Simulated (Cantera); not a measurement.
**Equilibrium for nitride etching: AlN + Cl2 + H2**

Feed: 1 mol AlN, 1.2 mol Cl2, 9.4 mol H2, equilibrated at 12.0 Pa.

Cantera equilibrium calculation (NASA polynomials, part measured and part estimated; ideal gas, pure solids and liquids). Candidate condensed phases: Al, AlCl3, AlN, NH4Cl; 20 gas species. The tables' values for AlCl2 are old estimates; treat these amounts as uncertain. Kinetics and transport are ignored.

From 823 K to 1273 K the condensed part is AlN(s). From 1348 K to 1798 K nothing is condensed. The main Al-bearing gas is AlCl3 at 823 K and AlCl at 1798 K.

| T (K) | x H2 | x HCl | x AlCl | x AlCl3 | x N2 | x H | n AlN(s) |
|---|---|---|---|---|---|---|---|
| 823 | 0.842 | 0.0899 | 2.74e-10 | 0.0455 | 0.0227 | 6.14e-10 | 0.518 |
| 898 | 0.844 | 0.0861 | 1.99e-8 | 0.0468 | 0.0234 | 9.18e-9 | 0.504 |
| 973 | 0.845 | 0.0830 | 7.42e-7 | 0.0478 | 0.0239 | 9.07e-8 | 0.493 |
| 1048 | 0.847 | 0.0803 | 1.63e-5 | 0.0486 | 0.0244 | 6.49e-7 | 0.483 |
| 1123 | 0.847 | 0.0780 | 0.000236 | 0.0491 | 0.0249 | 3.58e-6 | 0.472 |
| 1198 | 0.846 | 0.0756 | 0.00237 | 0.0480 | 0.0261 | 1.60e-5 | 0.444 |
| 1273 | 0.834 | 0.0714 | 0.0165 | 0.0410 | 0.0315 | 5.94e-5 | 0.318 |
| 1348 | 0.798 | 0.0686 | 0.0562 | 0.0230 | 0.0443 | 0.000189 | 0 |
| 1423 | 0.776 | 0.0925 | 0.0684 | 0.0108 | 0.0437 | 0.000534 | 0 |
| 1498 | 0.761 | 0.107 | 0.0765 | 0.00398 | 0.0434 | 0.00137 | 0 |
| 1573 | 0.753 | 0.114 | 0.0808 | 0.00132 | 0.0432 | 0.00322 | 0 |
| 1648 | 0.747 | 0.116 | 0.0827 | 0.000445 | 0.0430 | 0.00703 | 0 |
| 1723 | 0.740 | 0.116 | 0.0835 | 0.000157 | 0.0428 | 0.0143 | 0 |
| 1798 | 0.727 | 0.114 | 0.0834 | 5.90e-5 | 0.0425 | 0.0274 | 0 |
x: gas mole fraction; n: condensed amount in mol.
